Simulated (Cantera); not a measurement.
An adiabatic, constant-pressure homogeneous reactor starts with H2 : O2 : N2 = 1 : 0.455 : 2.68 (molar parts), at 1125 K and 2.00 bar.

Detailed kinetics in Cantera: GRI-Mech 3.0 (53 species, 325 reactions).

Problem. Predict: time of steepest temperature rise; temperature at 0.500 s; equilibrium temperature; x(H2) at 0.500 s; x(O2) at 0.500 s; x(NO) at 0.500 s; x(NO2) at 0.500 s; x(H) at 0.500 s.

Solution. 
```
Quantity                                                             Value
---------------------------------  ---------------------------------------
time of steepest temperature rise                                  61.0 µs
temperature at 0.500 s                                              2570 K
equilibrium temperature                                             2570 K
x(H2) at 0.500 s                     0.0321 (gas-phase equilibrium 0.0321)
x(O2) at 0.500 s                   0.00181 (gas-phase equilibrium 0.00181)
x(NO) at 0.500 s                   0.00231 (gas-phase equilibrium 0.00231)
x(NO2) at 0.500 s                  2.50e-7 (gas-phase equilibrium 2.50e-7)
x(H) at 0.500 s                    0.00433 (gas-phase equilibrium 0.00433)
```
